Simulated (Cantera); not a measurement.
An adiabatic, constant-pressure homogeneous reactor starts with H2 : O2 : N2 : H2O = 1 : 0.794 : 7.94 : 0.026 (molar parts), equivalence ratio 0.63, at 1450 K and 9000 Torr.

Detailed kinetics in Cantera: GRI-Mech 3.0 (53 species, 325 reactions). The hydrogen kinetics of GRI-Mech 3.0 are dated; newer H2 mechanisms differ, most at raised pressure. The pressure lies above the range GRI-Mech 3.0 was tuned for (to about 10 atm).

One state of this run: T (K) = 2166; x H2 = 0.000166; x O2 = 0.0313; x O = 0.000112; x NO2 = 2.72e-7; x HO2 = 2.46e-6; x OH = 0.00152. x: mole fraction; the columns are a selection and need not sum to one.

**Question.** Which value of t (s) does it belong to?
A. 2.00e-6
B. 0.00283
C. 1.59e-5
D. 5.64e-6

**Answer.** B, 0.00283
